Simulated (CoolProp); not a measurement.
R125 at 383.96 K and 2.03 MPa flows at 0.068 m/s in a round tube of 50 mm bore and 1.5 µm roughness, fully developed (64/Re and Nu = 3.66 if laminar; Colebrook and Gnielinski if turbulent). Each further row changes one setting.

Model: reference Helmholtz-energy equation of state, Lemmon 2005, in CoolProp.

| case | Reynolds number | Darcy friction factor | pressure drop (Pa/m) | heat-transfer coefficient (W/(m² K)) | mass flow (kg/h) |
|---|---|---|---|---|---|
| as stated | 17200 | 0.0269 | 0.110 | 21.3 | 42.3 |
| velocity 0.136 m/s | 34300 | 0.0228 | 0.372 | 37.0 | 84.6 |
| diameter 100 mm | 34300 | 0.0228 | 0.0464 | 18.4 | 169 |

Viscosity comes from a separate model (Huber 2006). Thermal conductivity comes from a separate model (Perkins 2006).
